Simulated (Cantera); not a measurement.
**B2O3 + Cl2 + H2 (oxide etching and cleaning by halides)**

A closed system holds: 1 mol B2O3, a varied amount of Cl2, 37 mol H2, at 750 K and 2.00 Pa.

Cantera equilibrium calculation (NASA polynomials, part measured and part estimated; ideal gas, pure solids and liquids). Candidate condensed phases: B, B2O3, B3O3H3, H2O; 33 gas species. Kinetics and transport are ignored.

```csv
n(Cl2) (mol),log p HCl,log p H2,log p H2O,log p BCl3,log p B3O3Cl3,log p HBO2,n B2O3(l)
3.4,-5.47,-4.78,-10.94,-11.16,-12.15,-13.13,1.000
4.3,-5.38,-4.80,-10.83,-11.04,-12.04,-13.08,1.000
5.5,-5.29,-4.83,-10.71,-10.93,-11.92,-13.02,1.000
7.1,-5.19,-4.87,-10.60,-10.82,-11.81,-12.96,1.000
9.1,-5.10,-4.92,-10.49,-10.71,-11.70,-12.91,1.000
12,-5.01,-4.99,-10.38,-10.60,-11.59,-12.85,1.000
15,-4.94,-5.07,-10.30,-10.51,-11.51,-12.81,1.000
19,-4.87,-5.19,-10.21,-10.43,-11.42,-12.77,1.000
25,-4.79,-5.41,-10.12,-10.34,-11.33,-12.72,1.000
32,-4.73,-5.84,-10.05,-10.27,-11.26,-12.69,1.000
```
log p: log10 of the partial pressure in bar; n: condensed amount in mol.

From 3.4 mol Cl2 to 32 mol Cl2 the condensed part is B2O3(l). The main B-bearing gas is BCl3 throughout.
